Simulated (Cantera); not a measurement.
Input: 1 mol borazine, 0.18 mol H2O, equilibrated at 2325 K and 1.33 mbar.

Cantera equilibrium calculation (NASA polynomials, part measured and part estimated; ideal gas, pure solids and liquids). Candidate condensed phases: B, BN, B2O3, B3O3H3, H2O; 39 gas species. The feed counts by its element totals alone. The tables' values for BH2 are old estimates; treat these amounts as uncertain. Equilibrium is a limit: real reactors are often held back by kinetics, nucleation or transport.

Base state: H2 0.474, N2 0.274, H 0.207, BO 0.0264, B 0.0104, HBO 0.00549, BH2 0.00110, B2O 0.000781 (mole fractions); condensed: B(s).

**Question.** What changes in the equilibrium state with this change: 0.031 mol HF added?

**Answer.** 
```csv
species,before,after
H2,0.474,0.472
N2,0.274,0.272
H,0.207,0.207
BF,0,0.00556
BO,0.0264,0.0262
B,0.0104,0.0104
BOF,0,3.72e-5
HF,0,2.05e-5
B2O2,0.000114,0.000112
HBO,0.00549,0.00542
B2O,0.000781,0.000773
"B(s), mol",2.75,2.72
```
